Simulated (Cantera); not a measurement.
Mixture: 8.96 % CH₄, 16.3 % O₂, 61.3 % N₂, 13.4 % H₂O, at 101000 Pa, adiabatic and at constant pressure. Ignition delay is the time to a rise of 400 K.

Detailed kinetics in Cantera: GRI-Mech 3.0 (53 species, 325 reactions).

Problem. Predict: delay at 1275 K; delay at 1350 K; delay at 1425 K; delay at 1500 K; delay at 1575 K; delay at 1650 K; delay at 1725 K; apparent activation energy between 1575 and 1725 K.

Solution. 
| Item | Result |
|---|---|
| delay at 1275 K | 24.0 ms |
| delay at 1350 K | 9.37 ms |
| delay at 1425 K | 3.81 ms |
| delay at 1500 K | 1.64 ms |
| delay at 1575 K | 0.751 ms |
| delay at 1650 K | 0.373 ms |
| delay at 1725 K | 0.201 ms |
| apparent activation energy between 1575 and 1725 K | 200 kJ/mol |
